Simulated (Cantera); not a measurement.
Feed: 1 mol Al, 2.2 mol HCl, equilibrated at 823.15 K and 1000 Pa.

Cantera equilibrium calculation (NASA polynomials, part measured and part estimated; ideal gas, pure solids and liquids). Candidate condensed phases: Al, AlCl₃; 12 gas species. The tables' values for AlCl₂ are old estimates; treat these amounts as uncertain. Rates play no part.

Base state: H₂ 0.601, AlCl₃ 0.393, Al₂Cl₆ 0.00312, AlCl 0.00254, AlCl₂ 0.00105 (mole fractions); condensed: Al(s).

Q: What changes in the equilibrium state with this change: temperature from 823.15 K to 848 K?

A: 
```csv
species,before,after
H₂,0.601,0.599
AlCl₃,0.393,0.393
AlCl,0.00254,0.00462
Al₂Cl₆,0.00312,0.00189
AlCl₂,0.00105,0.00166
HCl,8.06e-6,1.24e-5
"Al(s), mol",0.263,0.260
```
